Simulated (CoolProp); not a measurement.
A closed Brayton cycle with carbon dioxide: compressor inlet 310.15 K and 9.8 MPa, high pressure 21.3 MPa, turbine inlet 620 K, compressor efficiency 0.89, turbine efficiency 0.85, recuperator effectiveness 0.95 (on enthalpy, no pinch check). Each further row changes one setting.

Computed with CoolProp (reference Helmholtz-energy equation of state, Span 1996).

```
case                           thermal efficiency (%)  net work (kJ/kg)  compressor to turbine work  compressor exit (K)  turbine exit (K)
-----------------------------  ----------------------  ----------------  --------------------------  -------------------  ----------------
as stated                                  (withheld)              51.5                        0.26                331.7             542.9
turbine inlet 570 K                              24.4              43.8                        0.29                331.7             495.5
compressor inlet 320.15 K                        24.9              43.5                  (withheld)                364.0             542.9
high pressure 18.1 MPa                     (withheld)              42.9                        0.23                326.7             558.9
recuperator effectiveness 0.5                    16.1              51.5                        0.26                331.7             542.9
```

Problem. What belongs in the gaps?

Solution. 
- as stated, thermal efficiency (%): 27.0
- compressor inlet 320.15 K, compressor to turbine work: 0.37
- high pressure 18.1 MPa, thermal efficiency (%): 25.8
